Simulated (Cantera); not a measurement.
Low-pressure radical oxidation in H2/O2

An isothermal, constant-pressure homogeneous reactor starts with H₂ : O₂ = 0.0085 : 1 (molar parts), equivalence ratio 0.0043, at 1123 K and 0.0133 bar.

Detailed kinetics in Cantera: GRI-Mech 3.0 (53 species, 325 reactions). Radical loss at walls, strong at low pressure, is not modelled.

```
t (s)         x H₂   x O₂    x H₂O₂       x O       x H
--------  --------  -----  --------  --------  --------
0.000800   0.00843  0.992    <1e-12   2.08e-9  3.43e-10
0.00289    0.00843  0.992  2.28e-12   5.24e-8   5.84e-9
0.0104     0.00735  0.991   1.18e-8  0.000718   9.25e-5
0.0376     2.86e-5  0.985   1.65e-8   0.00600  0.000296
0.136      1.61e-5  0.988   1.60e-8   0.00336  0.000124
0.490      4.32e-6  0.991   1.35e-8  0.000900   1.73e-5
1.77       5.76e-7  0.991   7.35e-9  0.000122   8.66e-7
6.38       6.29e-8  0.992   2.07e-9   1.36e-5   3.22e-8
23.0       8.28e-9  0.992  4.11e-10   1.81e-6   1.58e-9
83.1       1.46e-9  0.992  8.46e-11   3.23e-7  1.19e-10
300       3.45e-10  0.992  2.16e-11   7.71e-8  1.39e-11
```
x: mole fraction; the columns are a selection and need not sum to one.

Equilibrium at this temperature and pressure: H₂ 1.70e-10, O₂ 0.992, H₂O₂ 1.12e-11, O 3.82e-8, H 4.85e-12 (gas phase only).
